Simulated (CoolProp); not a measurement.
Vapour-liquid equilibrium of R125 (1) + propylene (2) at 295.9 K; x and y are mole fractions of (1).

Values from CoolProp's multi-fluid Helmholtz-energy mixture model, Lemmon 2005 and Lemmon 2013; pair parameters Bell 2016.

Q: Give the bubble pressure and the first vapour's composition at x = 0.05, 0.5, 0.95. Is there an azeotrope?

A: x = 0.05: 1175 kPa, y = 0.101; x = 0.5: 1487 kPa, y = 0.529; x = 0.95: 1349 kPa, y = 0.926. y crosses x between x = 0.5 and 0.65: the model has an azeotrope there.

The pair parameters rest on a limited set of measurements; away from them the model extrapolates.
